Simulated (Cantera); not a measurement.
Feed: 1 mol Cr, 0.94 mol NH3, 2.7 mol N2, held at 2125 °C and 3.20 Pa.

Method: chemical equilibrium by Gibbs-energy minimisation in Cantera with the NASA 1993 tables (ideal gas, pure condensed phases). Candidate condensed phases: Cr, CrN, Cr2N; 11 gas species. Kinetics and transport are ignored.

Base state: N2 0.462, H 0.375, Cr 0.146, H2 0.0181, N 1.31e-5 (mole fractions); condensed: gas only.

Problem. What changes in the equilibrium state with this change: pressure from 3.20 Pa to 13300 Pa?

Solution. 
```csv
species,before,after
N2,0.462,0.562
H2,0.0181,0.239
Cr,0.146,0.177
H,0.375,0.0211
N,1.31e-5,2.25e-7
```
